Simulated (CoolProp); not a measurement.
Properties of ammonia along the isotherm 662 K (Tc = 405.6 K, pc = 113.6 bar, ω = 0.256).

Model: reference Helmholtz-energy equation of state, Gao 2020, in CoolProp.

```
p (bar)  phase  density (kg/m³)  conductivity (mW/(m K))
-------  -----  ---------------  -----------------------
4.06       gas            1.259                     75.9
8.12       gas            2.522                     76.1
12.2       gas            3.797                     76.3
16.2       gas            5.052                     76.5
20.3       gas            6.343                     76.7
24.4       gas            7.639                      ___
28.4       gas            8.908                      ___
32.5       gas            10.21                     77.4
36.5       gas            11.49                      ___
40.6       gas            12.81                     77.9
44.6       gas            14.10                     78.2
48.7       gas            15.42                      ___
52.8       gas            16.76                     78.7
56.8       gas            18.06                     79.0
```

**Question.** Complete the blanks.

**Answer.** 
- 24.4, conductivity (mW/(m K)): 77.0
- 28.4, conductivity (mW/(m K)): 77.2
- 36.5, conductivity (mW/(m K)): 77.7
- 48.7, conductivity (mW/(m K)): 78.4

Thermal conductivity comes from a separate model (Tufeu 1984).
